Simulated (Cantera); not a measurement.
What does this Cantera script print?

```python
import numpy as np
import cantera as ct

gas = ct.Solution("gri30.yaml")
gas.TPX = 348, 100000, {'C2H4': 1, 'O2': 2.14, 'N2': 10.5, 'H2O': 0.43}
flame = ct.FreeFlame(gas, width=0.04)
flame.set_refine_criteria(ratio=3, slope=0.08, curve=0.16)
flame.transport_model = "mixture-averaged"
flame.solve(loglevel=0, auto=True)
flame.transport_model = "multicomponent"
flame.soret_enabled = True
flame.solve(loglevel=0, refine_grid=True)
z, T = flame.grid, flame.T
thick = (T[-1] - T[0]) / np.gradient(T, z).max()
show = ['C2H4', 'O2', 'H2O', 'NO2', 'H', 'OH']
print(f"laminar burning velocity  {flame.velocity[0] * 100:.3f} cm/s")
print(f"burnt temperature         {T[-1]:.1f} K")
print(f"thermal thickness         {thick * 1e3:.4f} mm")
print(f"grid points               {len(z)}")
z0 = z[flame.heat_release_rate.argmax()]
print(f"{'z/mm':>9s}{'T/K':>9s}{'u/(m/s)':>9s}" + "".join(f"{s:>11s}" for s in show))
rows = []
for k in (-3, -2, -1.5, -1, -0.5, -0.25, 0, 0.25, 0.5, 1, 2, 4, 8):
    zz = z0 + k * thick
    rows.append([k * thick, np.interp(zz, z, T), np.interp(zz, z, flame.velocity),
                 *(np.interp(zz, z, flame.X[gas.species_index(s)]) for s in show)])
    print(f"{rows[-1][0] * 1e3:9.3f}{rows[-1][1]:9.1f}{rows[-1][2]:9.3f}" + "".join(f"{x:11.3e}" for x in rows[-1][3:]))
```

Output:

```
laminar burning velocity  56.048 cm/s
burnt temperature         1961.4 K
thermal thickness         0.3600 mm
grid points               151
     z/mm      T/K  u/(m/s)       C2H4         O2        H2O        NO2          H         OH
   -1.080    348.0    0.561  7.104e-02  1.520e-01  3.055e-02  2.915e-11  1.512e-16  1.867e-13
   -0.720    348.6    0.562  7.097e-02  1.518e-01  3.056e-02  5.613e-10  1.997e-14  2.256e-11
   -0.540    352.1    0.569  7.085e-02  1.514e-01  3.074e-02  4.845e-09  6.900e-13  5.409e-10
   -0.360    387.2    0.628  7.018e-02  1.490e-01  3.282e-02  6.425e-08  1.457e-10  3.167e-08
   -0.180    722.7    1.195  5.841e-02  1.230e-01  5.297e-02  4.774e-07  6.841e-06  2.492e-05
   -0.090   1105.5    1.861  3.791e-02  8.824e-02  7.730e-02  1.528e-07  2.862e-04  2.026e-04
    0.000   1460.7    2.504  1.531e-02  5.139e-02  1.013e-01  1.996e-08  1.507e-03  5.368e-04
    0.090   1686.6    2.921  3.286e-03  2.575e-02  1.168e-01  3.101e-09  3.492e-03  1.055e-03
    0.180   1800.7    3.125  3.753e-04  1.169e-02  1.240e-01  9.810e-10  5.495e-03  1.651e-03
    0.360   1867.4    3.230  1.949e-06  2.471e-03  1.256e-01  5.748e-10  7.493e-03  2.119e-03
    0.720   1892.3    3.259  1.524e-09  4.921e-04  1.220e-01  4.909e-10  7.343e-03  1.932e-03
    1.440   1911.3    3.285  4.983e-12  2.582e-04  1.212e-01  4.522e-10  5.943e-03  1.574e-03
    2.880   1929.9    3.314  9.911e-15  1.336e-04  1.222e-01  3.813e-10  4.224e-03  1.163e-03
```

Detailed kinetics in Cantera: GRI-Mech 3.0 (53 species, 325 reactions). GRI-Mech 3.0 was tuned for natural gas; its chemistry of ethylene as a main component is partial and can be far from experiment. Burning velocities carry a grid error of a few per cent, more on coarse grids.
